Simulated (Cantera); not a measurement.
An isothermal, constant-pressure homogeneous reactor starts with NO : N2 = 1 : 0.92 (molar parts), at 1998 K and 100.0 Torr. Integrator tolerance rtol = 1e-08.

Cantera simulation using GRI-Mech 3.0 (53 species, 325 reactions); the numbers are that mechanism's predictions, not measurements.

Q: What does this change do: temperature 1998 to 1725 K?

A: 
```
quantity                                             before                                     after
----------------  -----------------------------------------  ----------------------------------------
x(NO) at 2.00 s       0.289 (gas-phase equilibrium 0.00815)     0.503 (gas-phase equilibrium 0.00344)
x(N2O) at 2.00 s    3.09e-5 (gas-phase equilibrium 1.62e-7)   9.47e-5 (gas-phase equilibrium 7.06e-8)
x(O) at 2.00 s    0.000639 (gas-phase equilibrium 0.000918)   2.02e-5 (gas-phase equilibrium 8.13e-5)
x(NO2) at 2.00 s   0.000135 (gas-phase equilibrium 5.67e-6)  0.000127 (gas-phase equilibrium 4.11e-6)
x(O2) at 2.00 s         0.115 (gas-phase equilibrium 0.256)     0.00855 (gas-phase equilibrium 0.259)
x(N2) at 2.00 s         0.595 (gas-phase equilibrium 0.735)       0.488 (gas-phase equilibrium 0.738)
```

Q: What does this change do: temperature 1998 to 2200 K?

A: 
```
quantity                                             before                                    after
----------------  -----------------------------------------  ---------------------------------------
x(NO) at 2.00 s       0.289 (gas-phase equilibrium 0.00815)    0.0178 (gas-phase equilibrium 0.0134)
x(N2O) at 2.00 s    3.09e-5 (gas-phase equilibrium 1.62e-7)  3.04e-7 (gas-phase equilibrium 2.61e-7)
x(O) at 2.00 s    0.000639 (gas-phase equilibrium 0.000918)  0.00372 (gas-phase equilibrium 0.00374)
x(NO2) at 2.00 s   0.000135 (gas-phase equilibrium 5.67e-6)  8.99e-6 (gas-phase equilibrium 6.79e-6)
x(O2) at 2.00 s         0.115 (gas-phase equilibrium 0.256)      0.249 (gas-phase equilibrium 0.251)
x(N2) at 2.00 s         0.595 (gas-phase equilibrium 0.735)      0.729 (gas-phase equilibrium 0.732)
```
